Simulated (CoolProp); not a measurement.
The fluid at 298.15 K and 0.647 MPa (stagnation) flows isentropically through a choked orifice. The same conditions are run with several fluids, on thermodynamics alone (safety and materials aside).

The numbers come from the reference Helmholtz-energy equation of state of each fluid (C2F6 (R116): Lemmon 2006; R13: Platzer 1990; methane: Setzmann 1991; hydrogen chloride: Thol 2018; R1132(E): Akasaka 2024) in CoolProp. The equations of Platzer and Polt are older, rougher fits.

Rank C2F6 (R116), R13, methane, hydrogen chloride, R1132(E) by throat to inlet pressure ratio, highest first.

C2F6 (R116) (0.594), R13 (0.579), R1132(E) (0.576), methane (0.542), hydrogen chloride (0.530)

```tsv
fluid	mass flux (kg/(m² s))	throat temperature (K)
C2F6 (R116)	3090	284.8
R13	2740	276.7
methane	1110	257.4
hydrogen chloride	1730	249.0
R1132(E)	2180	274.0
```
